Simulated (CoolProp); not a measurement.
The numbers come from the reference Helmholtz-energy equation of state, Thol 2019 in CoolProp.

Task: Give the vapour pressure (MPa), vapour density (kg/m³), enthalpy of vaporisation (kJ/kg), liquid cp (kJ/(kg K)) of saturated tetradecamethylhexasiloxane (MD4M) at 404.5, 499.8 K.

Result: 
```csv
T (K),p (MPa),vapour density (kg/m³),enthalpy of vaporisation (kJ/kg),liquid cp (kJ/(kg K))
404.5,0.00161,0.221,139,1.95
499.8,0.0460,5.45,109,2.13
```
